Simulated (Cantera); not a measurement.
A perfectly stirred reactor is fed with C₂H₆ : O₂ : N₂ : CO₂ = 1 : 2.92 : 14.3 : 0.82 (molar parts), equivalence ratio 1.2, at 3.06 atm; it is adiabatic with a 650 K inlet, and is followed from long to short residence time, starting on the burning branch (τ in s: 0.099, 0.036, 0.013, 0.0048, 0.0018, 0.00064, 0.00023, 8.5e-05, 3.1e-05, 1.1e-05).

Computed with Cantera and GRI-Mech 3.0 (53 species, 325 reactions).

x: mole fraction; the columns are a selection and need not sum to one.

```tsv
τ (s)	T (K)	x C₂H₆	x O₂	x CO₂	x H₂O₂	x HCN	x C₂H₂	x CH₂
0.099	2096	2.90e-7	0.000141	0.0950	1.32e-8	1.63e-6	7.92e-6	1.57e-7
0.036	2090	6.82e-7	0.000282	0.0947	2.54e-8	2.65e-6	1.26e-5	3.32e-7
0.013	2080	1.56e-6	0.000562	0.0942	4.66e-8	4.03e-6	1.85e-5	6.73e-7
0.0048	2066	?	?	0.0934	?	?	?	?
0.0018	2046	7.52e-6	0.00192	0.0920	1.23e-7	8.04e-6	3.56e-5	2.48e-6
0.00064	2016	1.77e-5	0.00339	0.0899	1.84e-7	1.13e-5	5.25e-5	4.93e-6
0.00023	1975	4.54e-5	0.00591	0.0863	2.60e-7	1.66e-5	9.04e-5	1.03e-5
8.5e-5	1899	?	?	?	?	?	?	?
3.1e-5	650	0.0525	0.153	0.0431	<1e-12	<1e-12	<1e-12	<1e-12
1.1e-5	650	0.0525	0.153	0.0431	<1e-12	<1e-12	<1e-12	<1e-12
```

Problem. Fill in the missing entries.

Solution. 
- 0.0048, x C₂H₆: 3.45e-6
- 0.0048, x O₂: 0.00107
- 0.0048, x H₂O₂: 7.87e-8
- 0.0048, x HCN: 5.80e-6
- 0.0048, x C₂H₂: 2.58e-5
- 0.0048, x CH₂: 1.31e-6
- 8.5e-5, x C₂H₆: 0.000162
- 8.5e-5, x O₂: 0.0124
- 8.5e-5, x CO₂: 0.0781
- 8.5e-5, x H₂O₂: 4.00e-7
- 8.5e-5, x HCN: 2.55e-5
- 8.5e-5, x C₂H₂: 0.000260
- 8.5e-5, x CH₂: 2.45e-5
